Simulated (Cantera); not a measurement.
A freely propagating, adiabatic, planar premixed flame of H2 : O2 : N2 = 1 : 0.179 : 0.857 (molar parts), unburnt at 425 K and 390 Torr; mixture-averaged transport, grid criteria slope 0.08 and curve 0.16, no radiation.

Detailed kinetics in Cantera: the H2/O2 subset of GRI-Mech 3.0, which has no nitrogen chemistry. Burning velocities carry a grid error of a few per cent, more on coarse grids.

Problem. Predict: laminar burning velocity; thermal thickness; peak x(O); peak x(H); peak x(HO2).

Solution. 
| Quantity | Result |
|---|---|
| laminar burning velocity | 345 cm/s |
| thermal thickness | 1.02 mm |
| peak x(O) | 0.00132 |
| peak x(H) | 0.0598 |
| peak x(HO2) | 0.000196 |
